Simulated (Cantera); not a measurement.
**Adiabatic ignition**

An adiabatic, constant-volume homogeneous reactor starts with CH₄ : H₂ : O₂ : N₂ = 1 : 0.032 : 1.34 : 5.05 (molar parts), equivalence ratio 1.5, at 1625 K and 0.320 bar.

Detailed kinetics in Cantera: GRI-Mech 3.0 (53 species, 325 reactions).

```tsv
t (s)	T (K)	P (bar)	x CH₄	x H₂	x O₂	x CH₂O	x CO	x HCO	x C₂H₂
1.00e-6	1625	0.320	0.135	0.00431	0.181	4.29e-10	<1e-12	<1e-12	<1e-12
2.90e-6	1625	0.320	0.135	0.00431	0.181	4.80e-9	5.71e-12	<1e-12	<1e-12
8.42e-6	1625	0.320	0.135	0.00431	0.181	5.05e-8	1.01e-10	1.46e-12	<1e-12
2.44e-5	1625	0.320	0.135	0.00431	0.181	5.00e-7	1.85e-9	1.62e-11	<1e-12
7.09e-5	1625	0.320	0.135	0.00432	0.181	5.32e-6	5.11e-8	2.26e-10	3.64e-11
0.000206	1625	0.320	0.134	0.00435	0.180	6.78e-5	2.69e-6	5.91e-9	5.55e-9
0.000597	1635	0.322	0.130	0.00531	0.178	0.00115	0.000472	5.88e-7	2.79e-6
0.00173	2851	0.635	<1e-12	0.0751	0.00393	1.81e-9	0.0942	1.82e-7	<1e-12
0.00503	2846	0.634	<1e-12	0.0759	0.00369	1.83e-9	0.0944	1.81e-7	<1e-12
0.0146	2846	0.633	<1e-12	0.0759	0.00368	1.83e-9	0.0944	1.81e-7	<1e-12
0.0423	2846	0.633	<1e-12	0.0759	0.00368	1.83e-9	0.0944	1.81e-7	<1e-12
0.123	2846	0.633	<1e-12	0.0759	0.00368	1.83e-9	0.0944	1.81e-7	<1e-12
0.356	2846	0.633	<1e-12	0.0759	0.00368	1.83e-9	0.0944	1.81e-7	<1e-12
1.03	2846	0.633	<1e-12	0.0759	0.00368	1.83e-9	0.0944	1.81e-7	<1e-12
3.00	2846	0.633	<1e-12	0.0759	0.00368	1.83e-9	0.0944	1.81e-7	<1e-12
```
x: mole fraction; the columns are a selection and need not sum to one.

| Item | Result |
|---|---|
| time of steepest temperature rise | 0.937 ms |
| temperature at 3.00 s | 2846 K |
| equilibrium temperature | 2846 K |
| x(CH₄) at 3.00 s | <1e-12 (gas-phase equilibrium <1e-12) |
| x(H₂) at 3.00 s | 0.0759 (gas-phase equilibrium 0.0759) |
| x(O₂) at 3.00 s | 0.00368 (gas-phase equilibrium 0.00368) |
